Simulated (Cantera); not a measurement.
Carbothermic reduction: Fe2O3 + CH4 + H2

Feed: 1 mol Fe2O3, 1.4 mol CH4, 0.15 mol H2, equilibrated at 0.100 bar.

Cantera equilibrium calculation (NASA polynomials, part measured and part estimated; ideal gas, pure solids and liquids). Candidate condensed phases: C, C6H6, C7H8, C8H18, Fe, Fe(CO)5, FeO, Fe(OH)2, Fe(OH)3, Fe2O3, Fe3O4, H2O; 114 gas species. Mutual solubility and eutectic melting of coexisting phases are not modelled. The tables' stoichiometric FeO is somewhat more stable than real wüstite, so its field is too wide. FeO: taken at fixed stoichiometry. The numbers say what is thermodynamically allowed, not how fast it happens.

From 850 °C to 900 °C the condensed part is Fe(α) + FeO(s). From 950 °C to 1350 °C the condensed part is Fe(γ) + FeO(s). At 1400 °C the condensed part is Fe(δ) + FeO(l). The main Fe-bearing gas is Fe(OH)2 at 850 °C and Fe at 1400 °C.

```json
[
 {"T (°C)": "850", "x H2": "0.548", "x CO": "0.264", "x H2O": "0.130", "x CO2": "0.0575", "x H": "9.97e-8", "x Fe": "3.12e-11", "x Fe(OH)2": "1.59e-8", "x CH4": "6.46e-6", "n Fe(α)": "1.22", "n FeO(s)": "0.783", "n Fe(γ)": "0", "n Fe(δ)": "0", "n FeO(l)": "0"},
 {"T (°C)": "900", "x H2": "0.537", "x CO": "0.267", "x H2O": "0.141", "x CO2": "0.0552", "x H": "2.73e-7", "x Fe": "1.96e-10", "x Fe(OH)2": "3.93e-8", "x CH4": "2.02e-6", "n Fe(α)": "1.25", "n FeO(s)": "0.745", "n Fe(γ)": "0", "n Fe(δ)": "0", "n FeO(l)": "0"},
 {"T (°C)": "950", "x H2": "0.526", "x CO": "0.269", "x H2O": "0.152", "x CO2": "0.0532", "x H": "6.90e-7", "x Fe": "1.06e-9", "x Fe(OH)2": "9.02e-8", "x CH4": "6.89e-7", "n Fe(α)": "0", "n FeO(s)": "0.707", "n Fe(γ)": "1.29", "n Fe(δ)": "0", "n FeO(l)": "0"},
 {"T (°C)": "1000", "x H2": "0.516", "x CO": "0.270", "x H2O": "0.162", "x CO2": "0.0514", "x H": "1.62e-6", "x Fe": "4.98e-9", "x Fe(OH)2": "1.93e-7", "x CH4": "2.56e-7", "n Fe(α)": "0", "n FeO(s)": "0.671", "n Fe(γ)": "1.33", "n Fe(δ)": "0", "n FeO(l)": "0"},
 {"T (°C)": "1050", "x H2": "0.506", "x CO": "0.272", "x H2O": "0.172", "x CO2": "0.0497", "x H": "3.57e-6", "x Fe": "2.08e-8", "x Fe(OH)2": "3.89e-7", "x CH4": "1.03e-7", "n Fe(α)": "0", "n FeO(s)": "0.637", "n Fe(γ)": "1.36", "n Fe(δ)": "0", "n FeO(l)": "0"},
 {"T (°C)": "1100", "x H2": "0.498", "x CO": "0.274", "x H2O": "0.180", "x CO2": "0.0482", "x H": "7.43e-6", "x Fe": "7.80e-8", "x Fe(OH)2": "7.42e-7", "x CH4": "4.40e-8", "n Fe(α)": "0", "n FeO(s)": "0.605", "n Fe(γ)": "1.39", "n Fe(δ)": "0", "n FeO(l)": "0"},
 {"T (°C)": "1150", "x H2": "0.489", "x CO": "0.275", "x H2O": "0.189", "x CO2": "0.0468", "x H": "1.47e-5", "x Fe": "2.67e-7", "x Fe(OH)2": "1.35e-6", "x CH4": "2.01e-8", "n Fe(α)": "0", "n FeO(s)": "0.576", "n Fe(γ)": "1.42", "n Fe(δ)": "0", "n FeO(l)": "0"},
 {"T (°C)": "1200", "x H2": "0.482", "x CO": "0.276", "x H2O": "0.196", "x CO2": "0.0455", "x H": "2.78e-5", "x Fe": "8.36e-7", "x Fe(OH)2": "2.35e-6", "x CH4": "9.69e-9", "n Fe(α)": "0", "n FeO(s)": "0.549", "n Fe(γ)": "1.45", "n Fe(δ)": "0", "n FeO(l)": "0"},
 {"T (°C)": "1250", "x H2": "0.475", "x CO": "0.278", "x H2O": "0.203", "x CO2": "0.0443", "x H": "5.04e-5", "x Fe": "2.43e-6", "x Fe(OH)2": "3.92e-6", "x CH4": "4.91e-9", "n Fe(α)": "0", "n FeO(s)": "0.523", "n Fe(γ)": "1.48", "n Fe(δ)": "0", "n FeO(l)": "0"},
 {"T (°C)": "1300", "x H2": "0.468", "x CO": "0.279", "x H2O": "0.210", "x CO2": "0.0431", "x H": "8.80e-5", "x Fe": "6.57e-6", "x Fe(OH)2": "6.34e-6", "x CH4": "2.61e-9", "n Fe(α)": "0", "n FeO(s)": "0.500", "n Fe(γ)": "1.50", "n Fe(δ)": "0", "n FeO(l)": "0"},
 {"T (°C)": "1350", "x H2": "0.462", "x CO": "0.280", "x H2O": "0.216", "x CO2": "0.0421", "x H": "0.000149", "x Fe": "1.67e-5", "x Fe(OH)2": "9.92e-6", "x CH4": "1.44e-9", "n Fe(α)": "0", "n FeO(s)": "0.479", "n Fe(γ)": "1.52", "n Fe(δ)": "0", "n FeO(l)": "0"},
 {"T (°C)": "1400", "x H2": "0.460", "x CO": "0.282", "x H2O": "0.218", "x CO2": "0.0402", "x H": "0.000244", "x Fe": "4.01e-5", "x Fe(OH)2": "1.45e-5", "x CH4": "8.62e-10", "n Fe(α)": "0", "n FeO(s)": "0", "n Fe(γ)": "0", "n Fe(δ)": "1.52", "n FeO(l)": "0.478"}
]
```
x: gas mole fraction; n: condensed amount in mol.
